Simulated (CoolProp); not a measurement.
Model: reference Helmholtz-energy equation of state, Thol 2014, in CoolProp.

Problem. For chloromethane (R40), give the phase and the Joule-Thomson coefficient (K/MPa), fugacity coefficient at 92.15 °C and 630 kPa; 92.15 °C and 1890 kPa.

Solution. 
- 92.15 °C and 630 kPa: gas; Joule-Thomson coefficient 18.8, fugacity coefficient 0.948
- 92.15 °C and 1890 kPa: gas; Joule-Thomson coefficient 19.2, fugacity coefficient 0.845
